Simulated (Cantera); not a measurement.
A perfectly stirred reactor is fed with 9.28 % CO, 11.1 % H₂, 16.7 % O₂, 62.9 % N₂, at 8250 Torr; it is adiabatic with a 598 K inlet, and is followed from long to short residence time, starting on the burning branch (τ in s: 0.065, 0.03, 0.014, 0.0063, 0.0029, 0.0013, 0.0006, 0.00028, 0.00013, 5.8e-05, 2.6e-05, 1.2e-05).

Detailed kinetics in Cantera: GRI-Mech 3.0 (53 species, 325 reactions). The hydrogen kinetics of GRI-Mech 3.0 are dated; newer H2 mechanisms differ, most at raised pressure.

### Question
Predict: blow-out, bracketed by the residence times tried; x(CO) at τ = 65.0 ms; x(H₂) at τ = 65.0 ms; x(O₂) at τ = 65.0 ms; x(NO₂) at τ = 65.0 ms; x(NO) at τ = 65.0 ms; x(CO) at τ = 0.600 ms; x(H₂) at τ = 0.600 ms; x(O₂) at τ = 0.600 ms; x(NO₂) at τ = 0.600 ms; x(NO) at τ = 0.600 ms.

### Answer
```
Property                                                                          Result
------------------------------------------------  --------------------------------------
blow-out, bracketed by the residence times tried  burning at 12.0 µs, the shortest tried
x(CO) at τ = 65.0 ms                                                            0.000553
x(H₂) at τ = 65.0 ms                                                            0.000125
x(O₂) at τ = 65.0 ms                                                              0.0710
x(NO₂) at τ = 65.0 ms                                                            5.61e-6
x(NO) at τ = 65.0 ms                                                             0.00211
x(CO) at τ = 0.600 ms                                                            0.00331
x(H₂) at τ = 0.600 ms                                                           0.000543
x(O₂) at τ = 0.600 ms                                                             0.0729
x(NO₂) at τ = 0.600 ms                                                           4.11e-7
x(NO) at τ = 0.600 ms                                                            8.75e-5
```
